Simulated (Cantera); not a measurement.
Cu2O + C + N2 (carbothermic reduction)

Charge: 1 mol Cu2O, 3.2 mol C, 0.67 mol N2, held at 10000 Pa.

Equilibrium computed with Cantera from the NASA thermochemical tables; the gas is ideal and each condensed phase is pure. Candidate condensed phases: C, Cu, CuO, Cu2O; 27 gas species. The numbers say what is thermodynamically allowed, not how fast it happens.

From 950 K to 1250 K the condensed part is C(graphite) + Cu(s). From 1400 K to 1850 K the condensed part is C(graphite) + Cu(l).

```tsv
T (K)	x CO	x N2	x CO2	x Cu	x Cu2	n C(graphite)	n Cu(s)	n Cu(l)
950	0.532	0.420	0.0474	1.89e-11	<1e-12	2.28	2.00	0
1100	0.594	0.402	0.00312	5.95e-9	<1e-12	2.21	2.00	0
1250	0.598	0.401	0.000345	4.64e-7	2.29e-11	2.20	2.00	0
1400	0.599	0.401	6.15e-5	1.35e-5	2.63e-9	2.20	0	2.00
1550	0.599	0.401	1.55e-5	0.000186	9.94e-8	2.20	0	2.00
1700	0.598	0.401	5.05e-6	0.00159	1.92e-6	2.20	0	2.00
1850	0.593	0.397	1.96e-6	0.00950	2.25e-5	2.20	0	1.98
```
x: gas mole fraction; n: condensed amount in mol.
